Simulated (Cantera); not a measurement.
Silicon oxide and oxynitride deposition: SiCl4 + H2O + N2O

Input: 1 mol SiCl4, 0.36 mol H2O, 14 mol N2O, at 0.133 bar.

Method: chemical equilibrium by Gibbs-energy minimisation in Cantera with the NASA 1993 tables (ideal gas, pure condensed phases). Candidate condensed phases: H2O, NH4Cl, Si, SiO2, Si2N2O, Si3N4; 47 gas species. The tables hold silica as quartz up to 1696 K and as liquid above; real silica turns to tridymite and cristobalite and melts near 1996 K. Kinetics and transport are ignored.

From 1323 K to 1673 K the condensed part is SiO2(β-quartz). From 1723 K to 1923 K the condensed part is SiO2(condensed).

| T (K) | log p N2 | log p O2 | log p Cl | log p Cl2 | log p HCl | n SiO2(β-quartz) | n SiO2(condensed) |
|---|---|---|---|---|---|---|---|
| 1323 | -1.08 | -1.44 | -2.84 | -2.05 | -2.38 | 1.00 | 0 |
| 1373 | -1.09 | -1.44 | -2.67 | -2.07 | -2.38 | 1.00 | 0 |
| 1423 | -1.09 | -1.44 | -2.52 | -2.09 | -2.38 | 1.00 | 0 |
| 1473 | -1.09 | -1.45 | -2.38 | -2.13 | -2.38 | 1.00 | 0 |
| 1523 | -1.09 | -1.45 | -2.25 | -2.17 | -2.38 | 1.00 | 0 |
| 1573 | -1.09 | -1.45 | -2.15 | -2.23 | -2.39 | 1.00 | 0 |
| 1623 | -1.10 | -1.45 | -2.05 | -2.31 | -2.39 | 1.00 | 0 |
| 1673 | -1.10 | -1.46 | -1.98 | -2.39 | -2.39 | 1.00 | 0 |
| 1723 | -1.10 | -1.46 | -1.91 | -2.50 | -2.39 | 0 | 1.000 |
| 1773 | -1.11 | -1.46 | -1.87 | -2.62 | -2.40 | 0 | 1.000 |
| 1823 | -1.11 | -1.47 | -1.83 | -2.75 | -2.40 | 0 | 1.000 |
| 1873 | -1.11 | -1.47 | -1.80 | -2.89 | -2.40 | 0 | 1.000 |
| 1923 | -1.11 | -1.47 | -1.78 | -3.04 | -2.41 | 0 | 1.000 |
log p: log10 of the partial pressure in bar; n: condensed amount in mol.
